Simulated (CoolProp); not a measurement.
Computed with CoolProp (reference Helmholtz-energy equation of state, Lemmon 2005). It is a short technical equation, of lower accuracy than the large ones.

Problem. Give the vapour pressure (kPa), liquid cp (kJ/(kg K)), vapour Z, surface tension (mN/m) of saturated cis-2-butene at 75.15 °C.

Solution. 
```tsv
T (°C)	p (kPa)	liquid cp (kJ/(kg K))	vapour Z	surface tension (mN/m)
75.15	834	2.54	0.831	7.98
```

Surface tension comes from a separate correlation (Mulero 2014).
